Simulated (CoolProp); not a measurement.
R134a along the isobar 18.7 bar: Z from the reference equation and from simpler models built on Tc = 101.1 °C, pc = 40.59 bar, ω = 0.327; each cubic takes its own stable root.

The numbers come from the reference Helmholtz-energy equation of state, Tillner-Roth 1994 in CoolProp.

| T (°C) | phase | reference | van der Waals | Redlich-Kwong | Peng-Robinson |
|---|---|---|---|---|---|
| 61.75 | liquid | 0.06555 | 0.7784 | 0.7293 | 0.07024 |
| 72.65 | gas | 0.7264 | 0.8000 | 0.7622 | 0.7291 |
| 83.55 | gas | 0.7671 | 0.8183 | 0.7888 | 0.7635 |
| 94.55 | gas | 0.7986 | 0.8343 | 0.8111 | 0.7917 |
| 105.45 | gas | 0.8236 | 0.8481 | 0.8299 | 0.8151 |
| 116.35 | gas | 0.8443 | 0.8602 | 0.8460 | 0.8349 |
| 127.25 | gas | 0.8617 | 0.8710 | 0.8600 | 0.8520 |
| 138.15 | gas | 0.8765 | 0.8806 | 0.8723 | 0.8669 |
| 149.05 | gas | 0.8893 | 0.8892 | 0.8832 | 0.8799 |
| 160.05 | gas | 0.9005 | 0.8970 | 0.8929 | 0.8916 |
| 170.95 | gas | 0.9103 | 0.9041 | 0.9015 | 0.9018 |
| 181.85 | gas | 0.9188 | 0.9105 | 0.9092 | 0.9109 |

At some of these states van der Waals, Redlich-Kwong gives the other phase, because its saturation line lies elsewhere.
